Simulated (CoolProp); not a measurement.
Vapour-liquid equilibrium of cyclohexane (1) + toluene (2) at 0.0262 MPa; x and y are mole fractions of (1).

Computed with CoolProp (multi-fluid Helmholtz-energy mixture model, Zhou 2014 and Lemmon 2006; pair parameters Bell 2016).

| x | bubble temperature (K) | y at the bubble point | dew temperature at overall composition x (K) | liquid density (mol/L) |
|---|---|---|---|---|
| 0.05 | 338.9 | 0.157 | 341.2 | 8.925 |
| 0.15 | 333.7 | 0.379 | 339.1 | 8.955 |
| 0.25 | 329.7 | 0.527 | 336.8 | 8.973 |
| 0.35 | 326.5 | 0.633 | 334.4 | 8.984 |
| 0.45 | 323.9 | 0.713 | 331.8 | 8.990 |
| 0.55 | 321.7 | 0.778 | 329.0 | 8.994 |
| 0.65 | 319.9 | 0.833 | 325.9 | 8.996 |
| 0.75 | 318.2 | 0.882 | 322.7 | 8.999 |
| 0.85 | 316.7 | 0.929 | 319.3 | 9.001 |
| 0.95 | 315.4 | 0.976 | 316.1 | 9.006 |

No azeotrope shows between x = 0.05 and 0.95.

The pair parameters rest on a limited set of measurements; away from them the model extrapolates.
